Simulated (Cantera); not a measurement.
Charge: 1 mol C₃H₈, 0.49 mol O₂, at 10.0 Torr.

Cantera equilibrium calculation (NASA polynomials, part measured and part estimated; ideal gas, pure solids and liquids). Candidate condensed phases: C, C₆H₆, C₇H₈, C₈H₁₈, H₂O; 110 gas species. Equilibrium is a limit: real reactors are often held back by kinetics, nucleation or transport. All values below are at 2527 °C.

Base state: H 0.441, H₂ 0.388, CO 0.153, C₂H₂ (acetylene) 0.0129, C₃ 0.00237, C₂H 0.00186, C 0.000494, C₂ 0.000231 (mole fractions); condensed: C(graphite).

Q: What changes in the equilibrium state with this change: O₂ from 0.49 to 0.35 mol?

A: 
```
species              before     after
-----------------  --------  --------
H                     0.441     0.455
H₂                    0.388     0.412
CO                    0.153     0.114
C₂H₂ (acetylene)     0.0129    0.0137
CH₂                 9.51e-6   1.01e-5
C₂H₂ (vinylidene)   2.48e-5   2.64e-5
C₄H₂               0.000180  0.000191
CH                  2.27e-5   2.34e-5
C₂H                 0.00186   0.00191
C(graphite), mol       1.77      2.05
```
